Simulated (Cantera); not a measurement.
Cantera run:

```python
import numpy as np
import cantera as ct

gas_names = [...]  # 136 gases of nasa_gas.yaml made of C, H, N, O
cond_names = """
    C(gr) C6H6(L) C7H8(L) C8H18(L),n-octa H2O(s) H2O(L)
""".split()


# ... load() reads the species with a 1 bar reference pressure and builds the phases ...
atoms = {
    'CH3OH': {'C': 1, 'H': 4, 'O': 1},
    'H2': {'H': 2},
    'N2': {'N': 2},
}
top_T = {'C(gr)': 4500}  # K; cautious upper limits of use, not melting points


# ... equilibrate(T, P, feed) seeds the gas with the atoms and calls Mixture.equilibrate('TP', solver="vcs", rtol=1e-11, max_steps=5000) ...
results = []
feed = {'CH3OH': 1, 'H2': 0.62, 'N2': 9.5}  # mol
T = 1975  # K
P = 9900  # Pa
mix = equilibrate(T, P, feed)
results.append((T, P, feed, dict(zip(mix.species_names, mix.species_moles))))
x = sorted(zip(gas.X, gas.species_names), reverse=True)
print(f"T = {T:g} K  P = {P:g} Pa  gas = {mix.phase_moles(0):.4g} mol")
print("   x: " + "  ".join(f"{s} {v:.3e}" for v, s in x if v > 1e-05))
print("   condensed (mol): " + ("  ".join(f"{mix.phase(i).name} {mix.phase_moles(i):.4g}"
      for i in range(1, mix.n_phases) if mix.phase_moles(i) > 1e-12) or "none"))
```

Output:

```
T = 1975 K  P = 9900 Pa  gas = 13.13 mol
   x: N2 7.234e-01  H2 1.985e-01  CO 7.611e-02  H 1.937e-03  HCN 3.177e-05  H2O 3.086e-05
   condensed (mol): none
```

Equilibrium computed with Cantera from the NASA thermochemical tables; the gas is ideal and each condensed phase is pure.
